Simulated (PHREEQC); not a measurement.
## Alkaline etch or developer

Consider water at 25 °C with 22 mmol/kgw TMAH, 17 mmol/kgw NaAlO2 and 0.55 mmol/kgw (CH3)4NCl. Closed to the air; pH follows from the charge balance.

Equilibrium calculation in PHREEQC: ion-association model, phreeqc.dat.

Each row changes one thing in this solution. This is a speciation only: nothing precipitates in the calculation.

| case | pH | ionic strength (mol/kgw) | Al(OH)3 (mol/kgw) | SI of Gibbsite (Al(OH)3) | SI of Halite (NaCl) |
|---|---|---|---|---|---|
| as made | 12.26 | 0.0396 | 4.15e-9 | +0.45 | -6.76 |
| TMAH from 0.022 to 0.22 mol/kgw | 13.18 | 0.237 | ___ | -0.54 | ___ |
| TMAH from 0.022 to 0.0022 mol/kgw | 11.28 | 0.0198 | 4.15e-8 | +1.45 | -6.72 |
| TMAH left out | 8.92 | 0.0175 | 9.47e-6 | +3.81 | -6.71 |
| (CH3)4NCl from 0.00055 to 0.000495 mol/kgw | 12.26 | 0.0395 | 4.15e-9 | +0.45 | -6.80 |
| NaAlO2 from 0.017 to 0.034 mol/kgw | 12.24 | 0.0566 | ___ | +0.75 | -6.48 |
| diluted 10-fold with water | 11.31 | 0.00396 | 4.15e-9 | +0.45 | -8.66 |
| TMAH from 0.022 to 0.033 mol/kgw | 12.42 | 0.0505 | 2.77e-9 | +0.28 | -6.77 |

Task: Fill in the missing entries.

Result: 
- TMAH from 0.022 to 0.22 mol/kgw, Al(OH)3 (mol/kgw): 4.06e-10
- TMAH from 0.022 to 0.22 mol/kgw, SI of Halite (NaCl): -6.88
- NaAlO2 from 0.017 to 0.034 mol/kgw, Al(OH)3 (mol/kgw): 8.30e-9

Species that the database lacks are ignored. Some of these states are supersaturated (in Gibbsite (slow to form), Al(OH)3(a), for instance). (CH3)4N+ isn't in the database: it is added as a free cation with an ion size of 4 Å.
